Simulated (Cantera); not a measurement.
A Cantera script and what it prints.

```python
import numpy as np
import cantera as ct

gas_names = """
    PH3 H2 P4
""".split()
cond_names = """

""".split()


# ... load() reads the species with a 1 bar reference pressure and builds the phases ...
species = {s.name: s for s in load("nasa_gas.yaml", gas_names) + load("nasa_condensed.yaml", cond_names)}
# Each term lists the table entries of one substance; the one whose range holds T is used.
reactions = {
    '4 PH3(g) = 6 H2(g) + P4(g)':
        [(-4, ['PH3']), (6, ['H2']), (1, ['P4'])],
}


def pick(names, T):
    return next(species[n] for n in names if species[n].thermo.min_temp <= T <= species[n].thermo.max_temp)


results = []
for label, terms in reactions.items():
    print(label)
    print("     T/K   dH/kJ  dS/(J/K)   dG/kJ   log10 K")
    for T in [1600, 1675, 1750, 1825, 1900, 1975, 2050, 2125, 2200, 2275]:
        used = [(nu, pick(names, T)) for nu, names in terms]
        dH = sum(nu * s.thermo.h(T) for nu, s in used) / 1e6
        dS = sum(nu * s.thermo.s(T) for nu, s in used) / 1e3
        dG = dH - T * dS / 1e3
        logK = -dG * 1e6 / (ct.gas_constant * T * np.log(10))
        results.append((label, T, dH, dS, dG, logK, [s.name for _, s in used]))
        print(f"{T:8g} {dH:8.1f} {dS:8.1f} {dG:8.1f} {logK:8.2f}")
```

Result:

```
4 PH3(g) = 6 H2(g) + P4(g)
     T/K   dH/kJ  dS/(J/K)   dG/kJ   log10 K
    1600     65.1    286.9   -393.9    12.86
    1675     63.9    286.1   -415.3    12.95
    1750     62.6    285.3   -436.8    13.04
    1825     61.1    284.5   -458.1    13.11
    1900     59.7    283.8   -479.5    13.18
    1975     58.2    283.0   -500.7    13.24
    2050     56.7    282.2   -521.9    13.30
    2125     55.1    281.5   -543.0    13.35
    2200     53.6    280.8   -564.1    13.39
    2275     52.1    280.1   -585.2    13.44
```

Cantera with NASA thermochemical tables; ideal gases at 1 bar, condensed phases pure. Condensed species are held in their standard states even where they would react or evaporate.
